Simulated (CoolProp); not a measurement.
Model: reference Helmholtz-energy equation of state, Penoncello 2003, in CoolProp.

For CHF3 (R23), give the phase and the expansivity (1/kK), viscosity (µPa s), Prandtl number, fugacity coefficient at -33.85 °C and 23 MPa; -3.35 °C and 23 MPa.


- -33.85 °C and 23 MPa: liquid; expansivity 2.62, viscosity 201, Prandtl number 2.19, fugacity coefficient 0.0599
- -3.35 °C and 23 MPa: liquid; expansivity 3.11, viscosity 148, Prandtl number 1.92, fugacity coefficient 0.131

Viscosity comes from a separate model (Shan 2000). Thermal conductivity comes from a separate model (Shan 2000).
